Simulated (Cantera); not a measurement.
Cantera run:

```python
import numpy as np
import cantera as ct

gas_names = [...]  # 113 gases of nasa_gas.yaml made of C, H, O, Pb
cond_names = """
    C(gr) C6H6(L) C7H8(L) C8H18(L),n-octa H2O(s) H2O(L) Pb(cr) Pb(L) PbO(rd) PbO(yw) PbO(L) PbO2(s)
    Pb3O4(s)
""".split()


# ... load() reads the species with a 1 bar reference pressure and builds the phases ...
atoms = {
    'PbO': {'Pb': 1, 'O': 1},
    'CO': {'C': 1, 'O': 1},
    'H2': {'H': 2},
}
top_T = {'C(gr)': 4500, 'Pb3O4(s)': 820}  # K; cautious upper limits of use, not melting points


# ... equilibrate(T, P, feed) seeds the gas with the atoms and calls Mixture.equilibrate('TP', solver="vcs", rtol=1e-11, max_steps=5000) ...
results = []
feed = {'PbO': 1, 'CO': 3.2, 'H2': 9.3}  # mol
T = 1448.15  # K
P = 53  # Pa
mix = equilibrate(T, P, feed)
results.append((T, P, feed, dict(zip(mix.species_names, mix.species_moles))))
print(gas.report(threshold=0.001))
for i in range(1, mix.n_phases):
    print(f"{mix.phase(i).name:16s} {mix.phase_moles(i):12.5e} mol")
```

It prints:

```
       temperature   1448.2 K
          pressure   53 Pa
           density   0.0001081 kg/m^3
  mean mol. weight   24.558 kg/kmol
   phase of matter   gas

                          1 kg             1 kmol
                     ---------------   ---------------
          enthalpy        2.1828e+05        5.3605e+06  J
   internal energy       -2.7202e+05       -6.6801e+06  J
           entropy             11112        2.7288e+05  J/K
    Gibbs function       -1.5874e+07       -3.8982e+08  J
 heat capacity c_p            1351.5             33189  J/K
 heat capacity c_v            1012.9             24874  J/K

                      mass frac. Y      mole frac. X     chem. pot. / RT
                     ---------------   ---------------   ---------------
                CO           0.25908           0.22715            -44.86
               CO2          0.017655         0.0098514           -74.865
                H2           0.05126           0.62441           -26.514
               H2O          0.047102          0.064208            -56.52
                Pb           0.62487           0.07406           -16.993
     [ +108 minor]        3.3108e-05        0.00031986

C(gr)             0.00000e+00 mol
Pb(L)             0.00000e+00 mol
PbO(L)            0.00000e+00 mol
```

Cantera equilibrium calculation (NASA polynomials, part measured and part estimated; ideal gas, pure solids and liquids).
